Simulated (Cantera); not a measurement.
Feed: 1 mol SiF4, 0.9 mol N2, 31 mol NH3, at 1223 K and 5.70 Torr.

Method: chemical equilibrium by Gibbs-energy minimisation in Cantera with the NASA 1993 tables (ideal gas, pure condensed phases). Candidate condensed phases: Si, Si3N4; 37 gas species. The tables' values for SiF3 are old estimates; treat these amounts as uncertain. The numbers say what is thermodynamically allowed, not how fast it happens.

Base state: H2 0.726, N2 0.256, SiF4 0.0148, HF 0.00207, SiF3 0.000238, SiHF3 0.000220 (mole fractions); condensed: Si3N4(s).

Question: What changes in the equilibrium state with this change: SiF4 replaced by SiHCl3?

Answer: 
| species | before | after |
|---|---|---|
| H2 | 0.726 | 0.708 |
| N2 | 0.256 | 0.245 |
| HCl | 0 | 0.0467 |
| SiF4 | 0.0148 | 0 |
| HF | 0.00207 | 0 |
| SiF3 | 0.000238 | 0 |
| SiHF3 | 0.000220 | 0 |
| Si3N4(s), mol | 0.00852 | 0.333 |
Further candidate phases: NH4Cl.
